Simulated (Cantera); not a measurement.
Charge: 1 mol Si, 1.9 mol H2, 4.8 mol HCl, held at 1025 K and 100 Torr.

Method: chemical equilibrium by Gibbs-energy minimisation in Cantera with the NASA 1993 tables (ideal gas, pure condensed phases). Candidate condensed phases: Si; 19 gas species. The tables' values for SiCl3 are old estimates; treat these amounts as uncertain. The numbers say what is thermodynamically allowed, not how fast it happens.

Base state: H2 0.677, SiCl4 0.168, HCl 0.148, SiHCl3 0.00663, SiCl3 0.000525, SiCl2 3.43e-5, SiH2Cl2 2.90e-5 (mole fractions); condensed: gas only.

Problem. What changes in the equilibrium state with this change: Si replaced by SiCl4?

Solution. 
| species | before | after |
|---|---|---|
| HCl | 0.148 | 0.624 |
| H2 | 0.677 | 0.246 |
| SiCl4 | 0.168 | 0.129 |
| SiH2Cl2 | 2.90e-5 | 1.65e-7 |
| SiCl2 | 3.43e-5 | 5.36e-7 |
| SiHCl3 | 0.00663 | 0.000439 |
